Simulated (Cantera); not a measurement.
Feed: 1 mol Si3H8, 1.5 mol HCl, 64 mol N2, equilibrated at 0.133 bar.

Equilibrium computed with Cantera from the NASA thermochemical tables; the gas is ideal and each condensed phase is pure. Candidate condensed phases: NH4Cl, Si, Si3N4; 28 gas species. The feed counts by its element totals alone. N2 is the only nitrogen source here; it is nearly inert below about 1500 K, so the nitride shown seldom forms there in practice. Rates play no part.

Over these rows the condensed part is Si3N4(s). Partial pressures as log10 of bar:

```tsv
T (K)	1000/T (1/K)	log p SiCl2	log p N2	log p H2	log p HCl
1275	0.7843	-6.33	-0.91	-2.10	-2.53
1325	0.7547	-5.93	-0.91	-2.10	-2.53
1375	0.7273	?	-0.91	-2.10	-2.53
1425	0.7018	-5.21	-0.91	-2.10	-2.53
1475	0.6780	-4.89	-0.91	-2.10	-2.53
1525	0.6557	-4.59	-0.91	-2.10	-2.54
```

Question: Fit log p(SiCl2) = a + b·(1000/T) to the five rows, give the apparent enthalpy, and predict the row at 1375 K.

Answer: Means: 1000/T = 0.7149, log p = -5.390. Sxy = -0.154896, Sxx = 0.0114383, so b = -13.54 and a = -5.390 − (-13.54)×0.7149 = 4.29.
Apparent enthalpy: −19.145 × (-13.54) = 259 kJ/mol. With the condensed phases at unit activity, 1/3 Si3N4(s) + 2 HCl(g) = SiCl2(g) + 2/3 N2(g) + H2(g) links this pressure to the main gases: over the six rows their terms move log p by -0.02 in all, so the slope is close to that reaction's ΔH°. The five rows lie within 0.01 of the line.
Prediction at 1375 K: 4.29 + (-13.54)×0.7273 = -5.56. The computed value is -5.55, 0.01 from the line.
